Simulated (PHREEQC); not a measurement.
Consider water at 25 °C with 88 mmol/kgw NH4HS and 0.098 mmol/kgw Cs2SO4. It is in equilibrium with CO2 at log p = -3.5 (atm). Otherwise closed; pH follows from the charge balance.

The numbers come from PHREEQC with the ion-association model, wateq4f.dat.

Each row changes one thing in this solution. Precipitation was switched off in this run.

| case | pH | ionic strength (mol/kgw) | CO2 (mol/kgw) | CO3-2 (mol/kgw) |
|---|---|---|---|---|
| as made | 8.05 | 0.0840 | 1.06e-5 | 6.92e-6 |
| NH4HS left out | 5.66 | 0.000296 | 1.08e-5 | 5.10e-11 |
| Cs2SO4 from 9.8e-05 to 0.00098 mol/kgw | 8.05 | 0.0862 | 1.06e-5 | 6.98e-6 |
| temperature from 25 to 60 °C | 7.44 | 0.0794 | 5.11e-6 | 3.76e-7 |
| 0.0032 mol/kgw H2SiF6 added | 7.35 | 0.0874 | 1.06e-5 | 2.74e-7 |
| diluted 10-fold with water | 7.91 | 0.00848 | 1.08e-5 | 2.13e-6 |
| Cs2SO4 replaced by K2SO4 at the same molality | 8.05 | 0.0840 | 1.06e-5 | 6.92e-6 |
| Cs2SO4 left out | 8.05 | 0.0838 | 1.06e-5 | 6.91e-6 |
| temperature from 25 to 65 °C | 7.37 | 0.0785 | 4.74e-6 | 2.53e-7 |

Some of these states are supersaturated (in SiO2(a), Quartz (slow to form), for instance). At this temperature some constants are extrapolated from 25 °C, and those without enthalpy data are left unchanged. SiF6-2 is the database's only silicon fluoride. The polysulfide entries of wateq4f.dat were taken out for this run.
